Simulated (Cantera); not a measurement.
Feed: 1 mol Fe2O3, 2.2 mol CH4, 2.7 mol CO, equilibrated at 0.128 Torr.

These are equilibrium values from Cantera (NASA tables, ideal gas, pure condensed phases), not measurements of a reactor. Candidate condensed phases: C, C6H6, C7H8, C8H18, Fe, Fe(CO)5, FeO, Fe(OH)2, Fe(OH)3, Fe2O3, Fe3O4, H2O; 114 gas species. Kinetics and transport are ignored. All values below are at 2050 K.

Base state: CO 0.398, H2 0.275, Fe 0.168, H 0.0913, H2O 0.0495, CO2 0.0150, OH 0.00179, FeO 0.000677 (mole fractions); condensed: gas only.

Problem. What changes in the equilibrium state with this change: CH4 from 2.2 to 4.7 mol?

Solution. 
| species | before | after |
|---|---|---|
| H2 | 0.275 | 0.458 |
| CO | 0.398 | 0.314 |
| H | 0.0913 | 0.118 |
| Fe | 0.168 | 0.110 |
| H2O | 0.0495 | 2.36e-9 |
| CO2 | 0.0150 | <1e-9 |
| OH | 0.00179 | <1e-9 |
| FeO | 0.000677 | <1e-9 |
| C2H2 (acetylene) | <1e-9 | 0.000486 |
| C(graphite), mol | 0 | 1.68 |
